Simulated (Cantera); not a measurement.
An isothermal, constant-pressure homogeneous reactor starts with CH2O : O2 : N2 = 0.0055 : 0.0024 : 1 (molar parts), equivalence ratio 2.3, at 900 K and 5.00 bar. Integrator tolerance rtol = 1e-08.

Cantera simulation using GRI-Mech 3.0 (53 species, 325 reactions); the numbers are that mechanism's predictions, not measurements. Below about 1000 K GRI-Mech 3.0 lacks low-temperature oxidation paths.

Question: What does this change do: temperature 900 to 1500 K?

Answer: 
| quantity | before | after |
|---|---|---|
| x(CH2O) at 4.00 s | 2.12e-10 (gas-phase equilibrium 2.68e-11) | 1.98e-11 (gas-phase equilibrium 1.98e-11) |
| x(O2) at 4.00 s | 0.000256 (gas-phase equilibrium <1e-12) | 1.19e-12 (gas-phase equilibrium 1.09e-12) |
| x(CH3) at 4.00 s | <1e-12 (gas-phase equilibrium <1e-12) | <1e-12 (gas-phase equilibrium <1e-12) |
| x(NO) at 4.00 s | 1.40e-12 (gas-phase equilibrium <1e-12) | 1.88e-7 (gas-phase equilibrium 3.14e-9) |
| x(CH2CO) at 4.00 s | 3.89e-12 (gas-phase equilibrium <1e-12) | <1e-12 (gas-phase equilibrium <1e-12) |
| x(C2H2) at 4.00 s | <1e-12 (gas-phase equilibrium <1e-12) | <1e-12 (gas-phase equilibrium <1e-12) |
| x(CO2) at 4.00 s | 0.000601 (gas-phase equilibrium 0.00292) | 0.00175 (gas-phase equilibrium 0.00175) |

Question: What does this change do: CH2O 0.0055 to 0.0008 parts?

Answer: 
| quantity | before | after |
|---|---|---|
| x(CH2O) at 4.00 s | 2.12e-10 (gas-phase equilibrium 2.68e-11) | 3.02e-11 (gas-phase equilibrium <1e-12) |
| x(O2) at 4.00 s | 0.000256 (gas-phase equilibrium <1e-12) | 0.00196 (gas-phase equilibrium 0.00159) |
| x(CH3) at 4.00 s | <1e-12 (gas-phase equilibrium <1e-12) | <1e-12 (gas-phase equilibrium <1e-12) |
| x(NO) at 4.00 s | 1.40e-12 (gas-phase equilibrium <1e-12) | <1e-12 (gas-phase equilibrium 9.09e-7) |
| x(CH2CO) at 4.00 s | 3.89e-12 (gas-phase equilibrium <1e-12) | <1e-12 (gas-phase equilibrium <1e-12) |
| x(C2H2) at 4.00 s | <1e-12 (gas-phase equilibrium <1e-12) | <1e-12 (gas-phase equilibrium <1e-12) |
| x(CO2) at 4.00 s | 0.000601 (gas-phase equilibrium 0.00292) | 0.000156 (gas-phase equilibrium 0.000797) |
